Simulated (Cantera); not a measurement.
# Hydrocarbon pyrolysis for carbon deposition

An isothermal, constant-pressure homogeneous reactor starts with 12.8 % CH4, 87.2 % H2, at 1573 K and 1050 Torr.

Model: GRI-Mech 3.0 (53 species, 325 reactions), integrated in Cantera. GRI-Mech 3.0 stops at C3 and has no aromatics, soot or wall deposition, so with more carbon than oxygen in the feed, carbon stays in small species such as C2H2 where larger ones or solid carbon would form.

| t (s) | x CH4 | x H2 | x C2H4 | x CH3 | x C2H6 | x CH2 | x C2H2 |
|---|---|---|---|---|---|---|---|
| 8.00e-6 | 0.128 | 0.872 | 1.51e-10 | 4.18e-6 | 1.35e-9 | 5.45e-12 | <1e-12 |
| 2.89e-5 | 0.128 | 0.872 | 8.13e-9 | 1.50e-5 | 6.26e-8 | 7.54e-11 | 4.76e-12 |
| 0.000104 | 0.128 | 0.872 | 4.01e-7 | 4.66e-5 | 2.24e-6 | 7.42e-10 | 1.55e-9 |
| 0.000376 | 0.128 | 0.872 | 1.27e-5 | 7.77e-5 | 2.17e-5 | 2.06e-9 | 3.28e-7 |
| 0.00136 | 0.128 | 0.872 | 0.000105 | 8.31e-5 | 3.44e-5 | 2.35e-9 | 1.50e-5 |
| 0.00490 | 0.127 | 0.872 | 0.000322 | 8.29e-5 | 3.49e-5 | 2.36e-9 | 0.000211 |
| 0.0177 | 0.124 | 0.874 | 0.000588 | 8.12e-5 | 3.43e-5 | 2.33e-9 | 0.00136 |
| 0.0638 | 0.114 | 0.880 | 0.00118 | 7.59e-5 | 3.16e-5 | 2.21e-9 | 0.00520 |
| 0.230 | 0.0915 | 0.892 | 0.00255 | 6.38e-5 | 2.71e-5 | 1.96e-9 | 0.0138 |
| 0.831 | 0.0724 | 0.903 | 0.00376 | 5.32e-5 | 2.49e-5 | 1.74e-9 | 0.0211 |
| 3.00 | 0.0709 | 0.903 | 0.00386 | 5.23e-5 | 2.48e-5 | 1.72e-9 | 0.0217 |
x: mole fraction; the columns are a selection and need not sum to one.

Equilibrium at this temperature and pressure: CH4 0.0709, H2 0.903, C2H4 0.00386, CH3 5.23e-5, C2H6 2.48e-5, CH2 1.72e-9, C2H2 0.0217 (gas phase only).
